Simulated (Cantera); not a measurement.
# Hydrogen reduction and annealing atmospheres: FeS + H2 + N2

Input: 1 mol FeS, 43 mol H2, 3.1 mol N2, equilibrated at 0.133 bar.

These are equilibrium values from Cantera (NASA tables, ideal gas, pure condensed phases), not measurements of a reactor. Candidate condensed phases: Fe, FeS, FeS2, S; 16 gas species. Metal and sulfide melt together well below either melting point, which pure phases cannot show. Mutual solubility and eutectic melting of coexisting phases are not modelled. FeS: taken at fixed stoichiometry. Gases not in the tables: S3 to S7. Kinetics and transport are ignored.

| T (K) | x H2 | x N2 | x H | x Fe | x H2S | n Fe(α) | n FeS(s) | n Fe(γ) | n FeS(l) | n Fe(δ) | n Fe(l) |
|---|---|---|---|---|---|---|---|---|---|---|---|
| 923 | 0.932 | 0.0672 | 6.47e-10 | <1e-12 | 0.000532 | 0.0245 | 0.975 | 0 | 0 | 0 | 0 |
| 1073 | 0.931 | 0.0672 | 3.70e-8 | 3.11e-12 | 0.00176 | 0.0814 | 0.919 | 0 | 0 | 0 | 0 |
| 1223 | 0.928 | 0.0672 | 7.93e-7 | 7.93e-10 | 0.00446 | 0 | 0.794 | 0.206 | 0 | 0 | 0 |
| 1373 | 0.924 | 0.0672 | 8.76e-6 | 5.85e-8 | 0.00908 | 0 | 0.579 | 0.421 | 0 | 0 | 0 |
| 1523 | 0.918 | 0.0672 | 6.07e-5 | 1.82e-6 | 0.0142 | 0 | 0 | 0.680 | 0.320 | 0 | 0 |
| 1673 | 0.913 | 0.0671 | 0.000298 | 3.01e-5 | 0.0176 | 0 | 0 | 0 | 0.0551 | 0.944 | 0 |
| 1823 | 0.912 | 0.0670 | 0.00113 | 0.000305 | 0.0153 | 0 | 0 | 0 | 0 | 0 | 0.986 |
| 1973 | 0.909 | 0.0666 | 0.00352 | 0.00201 | 0.0116 | 0 | 0 | 0 | 0 | 0 | 0.906 |
| 2123 | 0.897 | 0.0658 | 0.00931 | 0.01000 | 0.00823 | 0 | 0 | 0 | 0 | 0 | 0.529 |
| 2273 | 0.876 | 0.0645 | 0.0215 | 0.0208 | 0.00556 | 0 | 0 | 0 | 0 | 0 | 0 |
x: gas mole fraction; n: condensed amount in mol.

From 923 K to 1073 K the condensed part is Fe(α) + FeS(s). From 1223 K to 1373 K the condensed part is Fe(γ) + FeS(s). At 1523 K the condensed part is Fe(γ) + FeS(l). At 1673 K the condensed part is Fe(δ) + FeS(l). From 1823 K to 2123 K the condensed part is Fe(l). At 2273 K nothing is condensed.
